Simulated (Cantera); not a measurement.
Input (Python, Cantera) and output of one run.

```python
import numpy as np
import cantera as ct

gas_names = [...]  # 113 gases of nasa_gas.yaml made of C, H, O, Ti
cond_names = """
    C(gr) C6H6(L) C7H8(L) C8H18(L),n-octa H2O(s) H2O(L) Ti(a) Ti(b) Ti(L) TiC(s) TiC(L) TiO(a) TiO(b)
    TiO(L) TiO2(ru) TiO2(L) Ti2O3(a) Ti2O3(b) Ti2O3(L) Ti3O5(a) Ti3O5(b) Ti3O5(L) Ti4O7(s) Ti4O7(L)
""".split()


# ... load() reads the species with a 1 bar reference pressure and builds the phases ...
atoms = {
    'TiO2': {'Ti': 1, 'O': 2},
    'CH4': {'C': 1, 'H': 4},
    'CO': {'C': 1, 'O': 1},
}
top_T = {'C(gr)': 4500}  # K; cautious upper limits of use, not melting points


# ... equilibrate(T, P, feed) seeds the gas with the atoms and calls Mixture.equilibrate('TP', solver="gibbs", rtol=1e-10, max_steps=50000) ...
results = []
feed = {'TiO2': 1, 'CH4': 1.1, 'CO': 0.21}  # mol
P = 11000  # Pa
for T in [1000, 1150, 1300, 1450, 1600, 1750, 1900, 2050, 2200, 2350, 2500]:
    mix = equilibrate(T, P, feed)
    results.append((T, P, feed, dict(zip(mix.species_names, mix.species_moles))))
    x = sorted(zip(gas.X, gas.species_names), reverse=True)
    print(f"T = {T:g} K  P = {P:g} Pa  gas = {mix.phase_moles(0):.4g} mol")
    print("   x: " + "  ".join(f"{s} {v:.3e}" for v, s in x if v > 1e-05))
    print("   condensed (mol): " + ("  ".join(f"{mix.phase(i).name} {mix.phase_moles(i):.4g}"
          for i in range(1, mix.n_phases) if mix.phase_moles(i) > 1e-12) or "none"))
```

Result:

```
T = 1000 K  P = 11000 Pa  gas = 2.381 mol
   x: H2 9.037e-01  CO 8.403e-02  CH4 8.577e-03  H2O 3.301e-03  CO2 4.406e-04
   condensed (mol): C(gr) 1.088  TiO2(ru) 1
T = 1150 K  P = 11000 Pa  gas = 2.481 mol
   x: H2 8.823e-01  CO 1.151e-01  CH4 2.004e-03  H2O 5.239e-04  CO2 5.751e-05
   condensed (mol): C(gr) 1.019  TiO2(ru) 0.6914  Ti4O7(s) 0.07716
T = 1300 K  P = 11000 Pa  gas = 2.741 mol
   x: H2 8.013e-01  CO 1.980e-01  CH4 5.554e-04  H2O 1.591e-04  CO2 2.230e-05
   condensed (mol): C(gr) 0.7656  Ti3O5(b) 0.3333
T = 1450 K  P = 11000 Pa  gas = 3.269 mol
   x: H2 6.726e-01  CO 3.271e-01  H2O 1.299e-04  CH4 7.639e-05  CO2 2.656e-05  H 2.339e-05
   condensed (mol): TiC(s) 0.2401  Ti2O3(b) 0.3799
T = 1600 K  P = 11000 Pa  gas = 3.27 mol
   x: H2 6.726e-01  CO 3.271e-01  H2O 1.504e-04  H 1.344e-04  CO2 2.435e-05  CH4 1.142e-05
   condensed (mol): TiC(s) 0.2402  Ti2O3(b) 0.3799
T = 1750 K  P = 11000 Pa  gas = 3.271 mol
   x: H2 6.722e-01  CO 3.270e-01  H 5.749e-04  H2O 1.687e-04  CO2 2.267e-05
   condensed (mol): TiC(s) 0.2402  Ti2O3(b) 0.3799
T = 1900 K  P = 11000 Pa  gas = 3.273 mol
   x: H2 6.710e-01  CO 3.268e-01  H 1.960e-03  H2O 1.846e-04  CO2 2.136e-05
   condensed (mol): TiC(s) 0.2403  Ti2O3(b) 0.3799
T = 2050 K  P = 11000 Pa  gas = 3.469 mol
   x: H2 6.313e-01  CO 3.631e-01  H 5.435e-03  H2O 1.804e-04  CO2 2.178e-05  TiO 1.396e-05
   condensed (mol): TiC(s) 0.05035  TiO(L) 0.9496
T = 2200 K  P = 11000 Pa  gas = 3.484 mol
   x: H2 6.247e-01  CO 3.616e-01  H 1.342e-02  H2O 1.473e-04  TiO 1.060e-04  Ti 2.421e-05  CO2 1.615e-05
   condensed (mol): TiC(s) 0.05024  TiO(L) 0.9493
T = 2350 K  P = 11000 Pa  gas = 3.515 mol
   x: H2 6.110e-01  CO 3.585e-01  H 2.939e-02  TiO 6.118e-04  Ti 3.036e-04  H2O 1.214e-04  CO2 1.237e-05
   condensed (mol): TiC(s) 0.04971  TiO(L) 0.9471
T = 2500 K  P = 11000 Pa  gas = 3.589 mol
   x: H2 5.839e-01  CO 3.524e-01  H 5.793e-02  TiO 2.826e-03  Ti 2.799e-03  H2O 9.918e-05
   condensed (mol): TiC(s) 0.04519  TiO(L) 0.9346
```

These are equilibrium values from Cantera (NASA tables, ideal gas, pure condensed phases), not measurements of a reactor. Mutual solubility and eutectic melting of coexisting phases are not modelled. TiC, TiO: taken at fixed stoichiometry. Condensed phases not in the tables: Magnéli phases beyond Ti4O7, solid solutions among these carbides, nitrides and lower oxides.
